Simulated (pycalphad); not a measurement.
Phase fractions of Al-0.2311Si-0.7412C (wt.%)

Source of the numbers: pycalphad with the COST 507 light-alloy database (1999); pressure 1 atm. The database dates from 1999; later assessments differ in places, in temperatures and in the compounds included. Phase fractions are per mole of atoms. Kinetics are ignored, which matters at the lower temperatures.

```csv
T (°C),liquid,AL4C3,fcc,AL8SIC7
1577,0.974,0.026,-,-
1502,0.968,0.032,-,-
1427,0.964,0.036,-,-
1352,0.963,0.037,-,-
1277,0.962,0.038,-,-
1202,0.962,0.038,-,-
1127,0.962,0.038,-,-
1052,0.962,0.038,-,-
977,0.962,0.038,-,-
902,0.962,0.038,-,-
827,0.962,0.038,-,-
752,0.962,0.038,-,-
677,0.962,0.038,-,-
602,-,0.011,0.962,0.027
527,-,0.006,0.962,0.032
452,-,0.004,0.962,0.034
377,-,0.003,0.962,0.035
302,-,0.003,0.962,0.035
227,-,0.003,0.962,0.035
```

Database names, with the compositions (at.%) that they take in these runs: AL4C3: Al 57 C 43; AL8SIC7: Al 50 C 44 Si 6.
